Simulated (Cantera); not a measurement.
An isothermal, constant-pressure homogeneous reactor starts with 30.3 % CH₄, 69.7 % N₂, at 1323 K and 100.0 Torr.

Detailed kinetics in Cantera: GRI-Mech 3.0 (53 species, 325 reactions). GRI-Mech 3.0 stops at C3 and has no aromatics, soot or wall deposition, so with more carbon than oxygen in the feed, carbon stays in small species such as C2H2 where larger ones or solid carbon would form.

Task: Predict: x(CH₄) at 40.0 s; x(CH₃) at 40.0 s; x(H₂) at 40.0 s; x(C₂H₂) at 40.0 s; x(C₂H₆) at 40.0 s.

Result: 
```
Item                                                Result
-----------------  ---------------------------------------
x(CH₄) at 40.0 s      0.251 (gas-phase equilibrium 0.0396)
x(CH₃) at 40.0 s   2.37e-5 (gas-phase equilibrium 6.24e-6)
x(H₂) at 40.0 s       0.0585 (gas-phase equilibrium 0.300)
x(C₂H₂) at 40.0 s    0.0187 (gas-phase equilibrium 0.0599)
x(C₂H₆) at 40.0 s  9.02e-5 (gas-phase equilibrium 8.04e-6)
```
